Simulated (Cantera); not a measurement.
Input (Python, Cantera):

```python
import numpy as np
import cantera as ct

surf = ct.Interface("diamond.yaml", "diamond_100")
gas, bulk = surf.adjacent["gas"], surf.adjacent["diamond"]
k = surf.kinetics_species_index(bulk.species_names[0])
cover = ["c6HH", "c6H*", "c6*H", "c6**", "c6HM", "c6B"]

rows, drift = [], 0.0
print(f"{'xH':>10s}{'um/h':>11s}" + "".join(f"{s:>11s}" for s in cover))
for v in [0.0001, 0.00022, 0.00047, 0.001, 0.0022, 0.0049, 0.011, 0.023, 0.05]:
    T, P, xH, xCH3 = 1350, 17000, v, 3.4e-05
    gas.TPX = T, P, {"H": xH, "CH3": xCH3, "CH4": 0.0055, "H2": 1 - xH - xCH3 - 0.0055}
    surf.TP = bulk.TP = T, P
    surf.coverages = "c6H*:0.1, c6HH:0.9"
    surf.advance_coverages(100.0)
    before = surf.coverages
    surf.advance_coverages(100.0)
    drift = max(drift, np.max(np.abs(surf.coverages - before) / (surf.coverages + 1e-9)))
    rate = surf.net_production_rates[k] * bulk.mean_molecular_weight / bulk.density * 3.6e9
    rows.append([rate, *surf[cover].coverages])
    print(f"{v:10.4g}{rate:11.4e}" + "".join(f"{x:11.3e}" for x in rows[-1][1:]))
```

Output:

```
        xH       um/h       c6HH       c6H*       c6*H       c6**       c6HM        c6B
    0.0001 3.2726e-02  6.876e-01  2.841e-02  2.801e-01  3.588e-03  3.623e-05  8.880e-11
   0.00022 1.2959e-01  5.656e-01  3.909e-02  3.854e-01  9.479e-03  5.303e-05  3.517e-10
   0.00047 3.4233e-01  4.736e-01  4.666e-02  4.601e-01  1.915e-02  6.989e-05  9.289e-10
     0.001 6.7237e-01  4.148e-01  5.101e-02  5.027e-01  3.094e-02  8.520e-05  1.825e-09
    0.0022 1.1082e+00  3.805e-01  5.320e-02  5.239e-01  4.198e-02  9.624e-05  3.007e-09
    0.0049 1.6822e+00  3.629e-01  5.422e-02  5.329e-01  4.962e-02  9.947e-05  4.565e-09
     0.011 2.5507e+00  3.544e-01  5.482e-02  5.365e-01  5.397e-02  9.322e-05  6.922e-09
     0.023 3.7266e+00  3.508e-01  5.538e-02  5.376e-01  5.611e-02  7.907e-05  1.011e-08
      0.05 5.2906e+00  3.488e-01  5.637e-02  5.372e-01  5.746e-02  5.802e-05  1.436e-08
```

Model: the Harris–Goodwin 1993 mechanism for the reconstructed diamond (100) surface, integrated in Cantera.
